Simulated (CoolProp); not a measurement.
Properties of cyclopentane along the isotherm 13.55 °C.

Computed with CoolProp (reference Helmholtz-energy equation of state, Gedanitz 2015).

```tsv
p (MPa)	phase	cp (kJ/(kg K))	isothermal compressibility (1/MPa)
3.53	liquid	…	0.001142
7.05	liquid	1.743	…
10.6	liquid	…	0.001051
14.1	liquid	…	0.001011
17.6	liquid	1.727	0.0009752
21.2	liquid	1.723	…
24.7	liquid	1.718	0.0009102
28.2	liquid	1.715	0.0008816
31.7	liquid	…	0.0008549
35.3	liquid	1.708	…
38.8	liquid	1.705	0.0008060
42.3	liquid	1.702	0.0007842
45.8	liquid	1.700	0.0007636
```

Q: Some entries are withheld; supply them.

A: 
- 3.53, cp (kJ/(kg K)): 1.749
- 7.05, isothermal compressibility (1/MPa): 0.001095
- 10.6, cp (kJ/(kg K)): 1.737
- 14.1, cp (kJ/(kg K)): 1.732
- 21.2, isothermal compressibility (1/MPa): 0.0009410
- 31.7, cp (kJ/(kg K)): 1.711
- 35.3, isothermal compressibility (1/MPa): 0.0008293
